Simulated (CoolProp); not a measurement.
CH2F2 (R32) along the isobar 156 bar: fugacity coefficient from the reference equation and from simpler models built on Tc = 78.1 °C, pc = 57.83 bar, ω = 0.277; each cubic takes its own stable root.

The numbers come from the reference Helmholtz-energy equation of state, Tillner-Roth 1997 in CoolProp.

```csv
T (°C),phase,reference
-18.45,liquid,0.03466
-2.05,liquid,0.05813
14.35,liquid,0.09028
30.75,liquid,0.1315
47.15,liquid,0.1815
63.55,liquid,0.2393
79.85,supercritical,0.3027
96.25,supercritical,0.3702
112.65,supercritical,0.4382
129.05,supercritical,0.5036
145.45,supercritical,0.5633
161.85,supercritical,0.6160
```

### Question
How far does each simpler model (Redlich-Kwong, Soave-Redlich-Kwong, Peng-Robinson) lie from the reference over these 12 states: mean and median of the absolute difference, and the worst?

### Answer
- Redlich-Kwong: mean 24.2 %, median 16.7 %, worst +73.3 % at -18.45 °C and 156 bar
- Soave-Redlich-Kwong: mean 13.2 %, median 13.8 %, worst +15.5 % at 30.75 °C and 156 bar
- Peng-Robinson: mean 6.2 %, median 6.9 %, worst +8.1 % at 30.75 °C and 156 bar
